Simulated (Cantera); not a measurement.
A Cantera script and its output.

```python
import numpy as np
import cantera as ct

gas = ct.Solution("SiF4_NH3_mec.yaml", "gas")
gas.TPX = 1900, 1200, {'NH3': 0.22, 'H2': 2}
inlet = ct.Reservoir(gas, clone=True)

reactor = ct.IdealGasConstPressureReactor(gas, energy="off", clone=False)
exhaust = ct.Reservoir(gas, clone=True)
tau = [4.8, 1.5, 0.48, 0.15, 0.048, 0.015, 0.0048, 0.0015, 0.00048][0]
for a, b in ((inlet, reactor), (reactor, exhaust)):
    ct.MassFlowController(a, b, mdot=lambda t: reactor.mass / tau)
net = ct.ReactorNet([reactor])
show = ['NH3', 'H2', 'N2', 'NH2', 'NH', 'N', 'H']

rows = []
print(f"{'tau/s':>10s}{'T/K':>9s}" + "".join(f"{s:>11s}" for s in show))
for tau in [4.8, 1.5, 0.48, 0.15, 0.048, 0.015, 0.0048, 0.0015, 0.00048]:
    net.initial_time = 0.0
    net.advance(30 * tau)
    before = gas.X
    net.advance(40 * tau)
    drift = np.max(np.abs(gas.X - before) / (gas.X + 1e-9))
    rows.append([gas.T, *gas[show].X, drift])
    print(f"{tau:10.3e}{gas.T:9.1f}" + "".join(f"{x:11.3e}" for x in gas[show].X))
```

Result:

```
     tau/s      T/K        NH3         H2         N2        NH2         NH          N          H
 4.800e+00   1900.0  5.704e-02  9.229e-01  1.904e-02  1.421e-04  4.954e-06  6.317e-07  8.215e-04
 1.500e+00   1900.0  8.054e-02  9.102e-01  8.336e-03  1.778e-04  5.480e-06  6.170e-07  7.183e-04
 4.800e-01   1900.0  9.283e-02  9.036e-01  2.744e-03  1.876e-04  5.285e-06  5.439e-07  6.526e-04
 1.500e-01   1900.0  9.764e-02  9.011e-01  5.683e-04  1.645e-04  3.873e-06  3.331e-07  5.425e-04
 4.800e-02   1900.0  9.891e-02  9.007e-01  3.602e-05  9.049e-05  1.165e-06  5.482e-08  2.943e-04
 1.500e-02   1900.0  9.906e-02  9.008e-01  7.545e-07  2.998e-05  1.281e-07  2.006e-09  9.730e-05
 4.800e-03   1900.0  9.909e-02  9.009e-01  1.947e-08  9.636e-06  1.319e-08  6.616e-11  3.120e-05
 1.500e-03   1900.0  9.910e-02  9.009e-01  5.105e-10  3.027e-06  1.282e-09  1.990e-12  9.742e-06
 4.800e-04   1900.0  9.910e-02  9.009e-01  1.333e-11  9.829e-07  1.288e-10  6.186e-14  3.104e-06
```

Detailed kinetics in Cantera: the gas-phase N/H chemistry of the illustrative SiF4/NH3 mechanism in the Surface Chemkin manual (1991). Walls and surfaces, which speed up NH3 decomposition in real reactors, are not modelled.
